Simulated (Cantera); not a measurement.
An isothermal, constant-pressure homogeneous reactor starts with H2 : O2 = 0.012 : 1 (molar parts), equivalence ratio 0.0060, at 1198 K and 1.20 Torr. Integrator tolerance rtol = 1e-08.

Computed with Cantera and the H2/O2 subset of GRI-Mech 3.0, which has no nitrogen chemistry. Radical loss at walls, strong at low pressure, is not modelled.

### Question
What does this change do: temperature 1198 to 1400 K?

### Answer
```
quantity                                            before                                    after
----------------  ----------------------------------------  ---------------------------------------
x(H2) at 20.0 s    1.49e-5 (gas-phase equilibrium 3.68e-9)  2.87e-5 (gas-phase equilibrium 1.36e-7)
x(O2) at 20.0 s        0.985 (gas-phase equilibrium 0.988)      0.982 (gas-phase equilibrium 0.988)
x(OH) at 20.0 s   0.000470 (gas-phase equilibrium 7.43e-6)  0.00113 (gas-phase equilibrium 7.84e-5)
x(HO2) at 20.0 s   6.76e-8 (gas-phase equilibrium 2.89e-9)  4.26e-8 (gas-phase equilibrium 1.99e-8)
x(H2O) at 20.0 s     0.0116 (gas-phase equilibrium 0.0119)    0.0112 (gas-phase equilibrium 0.0119)
x(O) at 20.0 s     0.00247 (gas-phase equilibrium 6.01e-7)  0.00525 (gas-phase equilibrium 2.37e-5)
```
